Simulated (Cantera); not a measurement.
Input: 1 mol SiH4, 11 mol NH3, at 1573.15 K.

Cantera equilibrium calculation (NASA polynomials, part measured and part estimated; ideal gas, pure solids and liquids). Candidate condensed phases: Si, Si3N4; 18 gas species. The numbers say what is thermodynamically allowed, not how fast it happens.

x: gas mole fraction; n: condensed amount in mol.

| P (Pa) | x H2 | x N2 | x H | x Si | x SiH | x NH3 | x Si2N | n Si(s) | n Si3N4(s) |
|---|---|---|---|---|---|---|---|---|---|
| 5 | 0.765 | 0.228 | 0.00504 | 0.00110 | 1.64e-5 | 8.03e-10 | … | 0.972 | 0 |
| 36 | 0.769 | 0.229 | 0.00188 | 0.000153 | 6.13e-6 | 5.83e-9 | … | 0.996 | 0 |
| 260 | 0.792 | 0.207 | 0.000711 | 1.05e-5 | 1.14e-6 | 4.19e-8 | … | 0 | 0.333 |
| 1900 | 0.793 | 0.207 | 0.000263 | 3.81e-7 | 1.12e-7 | 3.06e-7 | … | 0 | 0.333 |
| 14000 | 0.793 | 0.207 | 9.69e-5 | 1.36e-8 | 1.09e-8 | 2.26e-6 | … | 0 | 0.333 |
| 100000 | 0.793 | 0.207 | 3.63e-5 | 5.15e-10 | 1.10e-9 | 1.61e-5 | … | 0 | 0.333 |

### Question
Some entries are withheld; supply them.

### Answer

- 5, x Si2N: 5.80e-6
- 36, x Si2N: 2.17e-6
- 260, x Si2N: 1.87e-7
- 1900, x Si2N: 4.87e-9
- 14000, x Si2N: 1.25e-10
- 100000, x Si2N: 3.40e-12
